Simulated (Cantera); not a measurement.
**NO annealing gas**

A perfectly stirred reactor is fed with NO : N2 = 1 : 1.3 (molar parts), at 0.0300 bar; it is held at 1800 K, and followed from long to short residence time.

Cantera simulation using GRI-Mech 3.0 (53 species, 325 reactions); the numbers are that mechanism's predictions, not measurements. Radical loss at walls, strong at low pressure, is not modelled.

```csv
τ (s),x NO,x N2O,x O2,x O,x N2
27,0.346,4.02e-5,0.0442,0.000164,0.609
8.9,0.403,5.77e-5,0.0156,0.000111,0.581
2.9,0.425,6.54e-5,0.00497,8.22e-5,0.570
0.98,0.431,6.62e-5,0.00160,6.89e-5,0.567
0.32,0.434,6.10e-5,0.000466,6.04e-5,0.566
0.11,0.434,4.83e-5,0.000121,4.99e-5,0.565
0.036,0.435,2.89e-5,1.87e-5,3.18e-5,0.565
0.012,0.435,1.30e-5,1.64e-6,1.37e-5,0.565
0.0039,0.435,4.80e-6,1.37e-7,4.75e-6,0.565
0.0013,0.435,1.67e-6,1.47e-8,1.65e-6,0.565
```
x: mole fraction; the columns are a selection and need not sum to one.
